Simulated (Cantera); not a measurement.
# Equilibrium for silicon etching in halogen gases: Si + F2 + N2

Input: 1 mol Si, 2.9 mol F2, 28 mol N2, equilibrated at 3.00 Pa.

Equilibrium computed with Cantera from the NASA thermochemical tables; the gas is ideal and each condensed phase is pure. Candidate condensed phases: Si, Si3N4; 16 gas species. Kinetics and transport are ignored.

```
T (°C)   x N2      x F  x SiF4     x F2     x NF3    x SiF3
------  -----  -------  ------  -------  --------  --------
225     0.944  5.33e-5  0.0341  0.00329    0.0182    <1e-12
375     0.930   0.0130  0.0332   0.0231  0.000210    <1e-12
525     0.910   0.0557  0.0325  0.00143   3.30e-8    <1e-12
675     0.909   0.0584  0.0325  3.15e-5  4.83e-12    <1e-12
825     0.909   0.0584  0.0325  1.81e-6    <1e-12    <1e-12
975     0.909   0.0584  0.0325  2.04e-7    <1e-12    <1e-12
1125    0.909   0.0584  0.0325  3.66e-8    <1e-12  8.20e-11
1275    0.909   0.0584  0.0325  9.10e-9    <1e-12   1.32e-8
1425    0.909   0.0584  0.0325  2.88e-9    <1e-12   8.58e-7
```
x: gas mole fraction; nothing condenses.

From 225 °C to 1425 °C nothing is condensed. The main Si-bearing gas is SiF4 throughout.
